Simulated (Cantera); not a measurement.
What does this Cantera script print?

```python
import numpy as np
import cantera as ct

gas_names = """
    C CO CO2 C2 C2O C3 C3O2 C4 C5 Cu CuO Cu2 O O2 O3
""".split()
cond_names = """
    C(gr) Cu(cr) Cu(L) CuO(s) Cu2O(s) Cu2O(L)
""".split()


# ... load() reads the species with a 1 bar reference pressure and builds the phases ...
atoms = {
    'CuO': {'Cu': 1, 'O': 1},
    'C': {'C': 1},
    'CO': {'C': 1, 'O': 1},
}
top_T = {'C(gr)': 4500, 'CuO(s)': 1390}  # K; cautious upper limits of use, not melting points


# ... equilibrate(T, P, feed) seeds the gas with the atoms and calls Mixture.equilibrate('TP', solver="vcs", rtol=1e-11, max_steps=5000) ...
results = []
feed = {'CuO': 1, 'C': 0.83, 'CO': 1.2}  # mol
T = 1823  # K
P = 101325  # Pa
mix = equilibrate(T, P, feed)
results.append((T, P, feed, dict(zip(mix.species_names, mix.species_moles))))
print(gas.report(threshold=1e-05))
for i in range(1, mix.n_phases):
    print(f"{mix.phase(i).name:16s} {mix.phase_moles(i):12.5e} mol")
```

It prints:

```
       temperature   1823 K
          pressure   1.0133e+05 Pa
           density   0.19636 kg/m^3
  mean mol. weight   29.374 kg/kmol
   phase of matter   gas

                          1 kg             1 kmol
                     ---------------   ---------------
          enthalpy       -2.7601e+06       -8.1075e+07  J
   internal energy       -3.2761e+06       -9.6232e+07  J
           entropy            8908.2        2.6167e+05  J/K
    Gibbs function          -1.9e+07       -5.5809e+08  J
 heat capacity c_p            1291.6             37940  J/K
 heat capacity c_v            1008.6             29625  J/K

                      mass frac. Y      mole frac. X     chem. pot. / RT
                     ---------------   ---------------   ---------------
                CO           0.87311           0.91562           -34.758
               CO2           0.12538          0.083686           -59.624
                Cu          0.001503        0.00069475           -7.4314
     [  +12 minor]        6.3647e-06        1.4753e-06

C(gr)             0.00000e+00 mol
Cu(L)             9.98583e-01 mol
Cu2O(L)           0.00000e+00 mol
```

Method: chemical equilibrium by Gibbs-energy minimisation in Cantera with the NASA 1993 tables (ideal gas, pure condensed phases).
